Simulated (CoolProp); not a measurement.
Vapour-liquid equilibrium of fluoroethane (R161) (1) + R1234yf (2) at 0.0219 bar; x and y are mole fractions of (1).

Values from CoolProp's multi-fluid Helmholtz-energy mixture model, Wu 2012 and Lemmon 2022; pair parameters Bell 2016.

| x | bubble temperature, mixture model (°C) | bubble temperature, Raoult's law (°C) | y, mixture model | y, Raoult's law |
|---|---|---|---|---|
| 0.05 | -91.7 | -91.5 | 0.098 | 0.081 |
| 0.2 | -93.2 | -92.6 | (withheld) | 0.295 |
| 0.35 | -94.4 | -93.5 | 0.502 | 0.475 |
| 0.5 | -95.3 | -94.4 | (withheld) | 0.628 |
| 0.65 | (withheld) | -95.3 | 0.746 | 0.759 |
| 0.8 | -96.5 | -96.0 | 0.851 | 0.872 |
| 0.95 | -96.9 | -96.8 | 0.960 | 0.970 |

Complete the blanks.


- 0.2, y, mixture model: 0.331
- 0.5, y, mixture model: 0.634
- 0.65, bubble temperature, mixture model (°C): -95.9

The largest gap from Raoult's law is -0.9 K in bubble temperature, at x = 0.35. No azeotrope shows between x = 0.05 and 0.95.

The pair parameters rest on a limited set of measurements; away from them the model extrapolates.
